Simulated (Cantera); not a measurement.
A perfectly stirred reactor is fed with 3.74 % H2, 76.4 % O2, 19.9 % N2, at 0.0263 atm; it is held at 1200 K, and followed from long to short residence time.

Computed with Cantera and the H2/O2 subset of GRI-Mech 3.0, which has no nitrogen chemistry. Radical loss at walls, strong at low pressure, is not modelled. The temperature is held fixed by assumption; the heat of reaction is taken as removed at once.

x: mole fraction; the columns are a selection and need not sum to one.

```
τ (s)       x H2   x O2      x O       x H   x H2O    x HO2
------  --------  -----  -------  --------  ------  -------
0.61    0.000134  0.758  0.00170  0.000104  0.0376  1.84e-6
0.37    0.000180  0.757  0.00233  0.000168  0.0374  2.17e-6
0.23    0.000237  0.756  0.00311  0.000262  0.0372  2.52e-6
0.14    0.000316  0.755  0.00417  0.000413  0.0369  2.90e-6
0.088   0.000413  0.754  0.00542  0.000622  0.0366  3.27e-6
0.054   0.000547  0.752  0.00702  0.000939  0.0362  3.66e-6
0.033   0.000727  0.750  0.00892   0.00138  0.0356  4.05e-6
0.020        [?]  0.748      [?]       [?]  0.0348  4.41e-6
0.013    0.00126  0.746   0.0129   0.00261  0.0340  4.70e-6
0.0078       [?]  0.744      [?]       [?]  0.0329  5.01e-6
```

Question: Complete the blanks.

Answer: 
- 0.020, x H2: 0.000974
- 0.020, x O: 0.0110
- 0.020, x H: 0.00198
- 0.0078, x H2: 0.00172
- 0.0078, x O: 0.0149
- 0.0078, x H: 0.00346
